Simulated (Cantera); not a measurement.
Feed: 1 mol Al₂O₃, 0.033 mol HCl, 0.92 mol H₂, at 700 K and 2.40 bar.

These are equilibrium values from Cantera (NASA tables, ideal gas, pure condensed phases), not measurements of a reactor. Candidate condensed phases: Al, AlCl₃, Al₂O₃, H₂O; 29 gas species. Condensed phases not in the tables: AlOCl. The numbers say what is thermodynamically allowed, not how fast it happens.

Base state: H₂ 0.965, HCl 0.0346 (mole fractions); condensed: Al₂O₃(s).

Task: What changes in the equilibrium state with this change: Al₂O₃ replaced by AlN?

Result: 
```csv
species,before,after
H₂,0.965,0.970
HCl,0.0346,0.0247
AlCl₃,2.60e-7,0.00226
N₂,0,0.00127
NH₃,0,0.000767
Al₂Cl₆,<1e-9,0.000529
"Al₂O₃(s), mol",1.00,0
"AlN(s), mol",0,0.997
```
Further candidate phases: AlN, NH₄Cl.
